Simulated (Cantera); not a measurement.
Feed: 1 mol CH₃SiCl₃, 0.53 mol HCl, 96 mol H₂, at 1.33 mbar.

Cantera equilibrium calculation (NASA polynomials, part measured and part estimated; ideal gas, pure solids and liquids). Candidate condensed phases: C, C₆H₆, C₇H₈, C₈H₁₈, Si, SiC; 109 gas species. The feed counts by its element totals alone. The numbers say what is thermodynamically allowed, not how fast it happens.

x: gas mole fraction; n: condensed amount in mol.

| T (K) | x H₂ | x HCl | x H | x Cl | x SiCl₂ | x C₂H₂ (acetylene) | n C(graphite) | n SiC(s) |
|---|---|---|---|---|---|---|---|---|
| 1423 | 0.964 | 0.0354 | 0.000179 | 5.37e-6 | (withheld) | 3.31e-6 | 0.000954 | 0.998 |
| 1448 | 0.964 | 0.0354 | 0.000248 | 7.42e-6 | (withheld) | 4.58e-6 | 0.00104 | 0.998 |
| 1473 | 0.964 | 0.0354 | 0.000340 | 1.01e-5 | (withheld) | 6.27e-6 | 0.00107 | 0.997 |
| 1498 | 0.964 | 0.0354 | 0.000462 | 1.37e-5 | (withheld) | 8.50e-6 | 0.00100 | 0.997 |
| 1523 | 0.964 | 0.0354 | 0.000621 | 1.83e-5 | (withheld) | 1.14e-5 | 0.000837 | 0.997 |
| 1548 | 0.964 | 0.0354 | 0.000828 | 2.43e-5 | (withheld) | 1.51e-5 | 0.000533 | 0.996 |
| 1573 | 0.963 | 0.0353 | 0.00109 | 3.19e-5 | (withheld) | 1.99e-5 | 0 | 0.996 |
| 1598 | 0.963 | 0.0353 | 0.00143 | 4.15e-5 | (withheld) | 2.39e-5 | 0 | 0.995 |
| 1623 | 0.963 | 0.0353 | 0.00186 | 5.36e-5 | (withheld) | 2.82e-5 | 0 | 0.994 |
| 1648 | 0.962 | 0.0352 | 0.00239 | 6.87e-5 | (withheld) | 3.33e-5 | 0 | 0.993 |
| 1673 | 0.962 | 0.0352 | 0.00306 | 8.74e-5 | (withheld) | 3.93e-5 | 0 | 0.992 |

**Question.** Fill in the missing entries.

**Answer.** 
- 1423, x SiCl₂: 2.08e-5
- 1448, x SiCl₂: 2.36e-5
- 1473, x SiCl₂: 2.67e-5
- 1498, x SiCl₂: 3.01e-5
- 1523, x SiCl₂: 3.38e-5
- 1548, x SiCl₂: 3.77e-5
- 1573, x SiCl₂: 4.20e-5
- 1598, x SiCl₂: 4.85e-5
- 1623, x SiCl₂: 5.60e-5
- 1648, x SiCl₂: 6.42e-5
- 1673, x SiCl₂: 7.32e-5
